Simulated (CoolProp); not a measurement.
A Linde-Hampson liquefier for ethylene: isothermal reversible compression at 300 K from 1 atm to 40 MPa, throttling to 1 atm, return gas leaving the recuperator 5 K below the feed. Each further row changes one setting.

Model: reference Helmholtz-energy equation of state, Smukala 2000, in CoolProp.

```csv
case,liquid yield per pass,compression work (kJ/kg of gas)
as stated,0.470,420
high pressure 80 MPa,0.418,503
warm-end temperature 330 K,0.398,492
warm-end gap 10 K,0.463,420
```
